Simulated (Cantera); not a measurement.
Cantera run:

```python
import numpy as np
import cantera as ct

gas_names = """
    H H2 H2S Ni NiS S SH S2 S8
""".split()
cond_names = """
    Ni(cr) Ni(L) NiS(b) NiS(a) NiS(L) NiS2(s) NiS2(L) Ni3S2(I) Ni3S2(II) Ni3S2(L) Ni3S4(s) S(cr1) S(cr2)
    S(L)
""".split()


# ... load() reads the species with a 1 bar reference pressure and builds the phases ...
atoms = {
    'NiS': {'Ni': 1, 'S': 1},
    'H2': {'H': 2},
}
top_T = {'Ni3S4(s)': 620}  # K; cautious upper limits of use, not melting points


# ... equilibrate(T, P, feed) seeds the gas with the atoms and calls Mixture.equilibrate('TP', solver="vcs", rtol=1e-11, max_steps=5000) ...
results = []
feed = {'NiS': 1, 'H2': 17}  # mol
P = 370  # Pa
for T in [1073, 1148, 1223, 1298, 1373, 1448, 1523, 1598, 1673, 1748, 1823]:
    mix = equilibrate(T, P, feed)
    results.append((T, P, feed, dict(zip(mix.species_names, mix.species_moles))))

top = {s: max(r[3][s] / sum(r[3][g] for g in gas_names) for r in results) for s in gas_names}
cols = sorted((s for s in top if top[s] > 1e-05), key=lambda s: -top[s])[:6]
seen = [c for c in cond_names if any(r[3].get(c, 0) > 1e-12 for r in results)]
print("log10 of partial pressures in bar; condensed amounts in mol")
print(f"{'T/K':>10s}" + "".join(f"{s[:9]:>10s}" for s in cols + seen))
for T, P, feed, n in results:
    ng = sum(n[g] for g in gas_names)
    print(f"{T:10.4g}" + "".join(f"{np.log10(max(n[s] / ng * P / 1e5, 1e-99)):10.3f}" for s in cols)
          + "".join(f"{n.get(c, 0):10.4g}" for c in seen))
```

Result:

```
log10 of partial pressures in bar; condensed amounts in mol
       T/K        H2        S2       H2S         H        SH        Ni    Ni(cr)     Ni(L)  Ni3S2(L)
      1073    -2.440    -7.027    -4.141    -9.074    -7.555   -13.568         0         0    0.3333
      1148    -2.440    -6.460    -4.144    -8.365    -7.035   -12.143         0         0    0.3333
      1223    -2.440    -5.976    -4.154    -7.742    -6.585   -10.894         0         0    0.3333
      1298    -2.440    -5.576    -4.177    -7.190    -6.201    -9.785         0         0    0.3333
      1373    -2.440    -5.265    -4.220    -6.697    -5.882    -8.787         0         0    0.3333
      1448    -2.439    -5.041    -4.286    -6.255    -5.624    -7.878         0         0    0.3333
      1523    -2.440    -4.821    -4.338    -5.856    -5.382    -7.067   0.05718         0    0.3141
      1598    -2.443    -4.457    -4.305    -5.496    -5.082    -6.392    0.3928         0    0.2014
      1673    -2.450    -4.146    -4.289    -5.168    -4.821    -5.778    0.9878         0         0
      1748    -2.451    -4.134    -4.405    -4.867    -4.717    -5.224         0    0.9615         0
      1823    -2.454    -4.141    -4.523    -4.590    -4.630    -4.733         0    0.8905         0
```

Cantera equilibrium calculation (NASA polynomials, part measured and part estimated; ideal gas, pure solids and liquids). Metal and sulfide melt together well below either melting point, which pure phases cannot show. Mutual solubility and eutectic melting of coexisting phases are not modelled. Gases not in the tables: S3 to S7.
